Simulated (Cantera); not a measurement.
Mixture: CH4 : CO : O2 : N2 = 1 : 0.11 : 1.71 : 6.44 (molar parts), at 25.0 bar, adiabatic and at constant pressure. Ignition delay is the time to a rise of 400 K.

Cantera simulation using GRI-Mech 3.0 (53 species, 325 reactions); the numbers are that mechanism's predictions, not measurements. The pressure lies above the range GRI-Mech 3.0 was tuned for (to about 10 atm).

**Question.** At T0 = 1150 K, what is the delay, and which 5 reactions control it most (d ln τ / d ln k, from doubling and halving each rate constant)?

**Answer.** The delay is 4.37 ms.
| reaction | d ln τ / d ln k | faster rate |
|---|---|---|
| 2 CH3 (+M) <=> C2H6 (+M) | 0.67 | lengthens it |
| CH3 + HO2 <=> CH3O + OH | -0.60 | shortens it |
| CH2O + O2 <=> HCO + HO2 | -0.41 | shortens it |
| CH3 + O2 <=> CH2O + OH | -0.36 | shortens it |
| CH3 + O2 <=> CH3O + O | -0.30 | shortens it |
